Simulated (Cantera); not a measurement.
# Si + Cl₂ + N₂ (silicon etching in halogen gases)

Charge: 1 mol Si, a varied amount of Cl₂, 17 mol N₂, equilibrated at 498.15 K and 1.00 bar.

These are equilibrium values from Cantera (NASA tables, ideal gas, pure condensed phases), not measurements of a reactor. Candidate condensed phases: Si, Si₃N₄; 13 gas species. N₂ is the only nitrogen source here; it is nearly inert below about 1500 K, so the nitride shown seldom forms there in practice. The numbers say what is thermodynamically allowed, not how fast it happens.

From 1 mol Cl₂ to 1.6 mol Cl₂ the condensed part is Si₃N₄(s). From 2.1 mol Cl₂ to 8.5 mol Cl₂ nothing is condensed. The main Si-bearing gas is SiCl₄ throughout.

| n(Cl₂) (mol) | x N₂ | x Cl₂ | x SiCl₄ | n Si₃N₄(s) |
|---|---|---|---|---|
| 1 | 0.971 | <1e-12 | 0.0291 | 0.167 |
| 1.3 | 0.963 | <1e-12 | 0.0373 | 0.117 |
| 1.6 | 0.955 | <1e-12 | 0.0453 | 0.0667 |
| 2.1 | 0.939 | 0.00552 | 0.0552 | 0 |
| 2.6 | 0.914 | 0.0323 | 0.0538 | 0 |
| 3.3 | 0.881 | 0.0674 | 0.0518 | 0 |
| 4.2 | 0.842 | 0.109 | 0.0495 | 0 |
| 5.3 | 0.798 | 0.155 | 0.0469 | 0 |
| 6.7 | 0.749 | 0.207 | 0.0441 | 0 |
| 8.5 | 0.694 | 0.265 | 0.0408 | 0 |
x: gas mole fraction; n: condensed amount in mol.
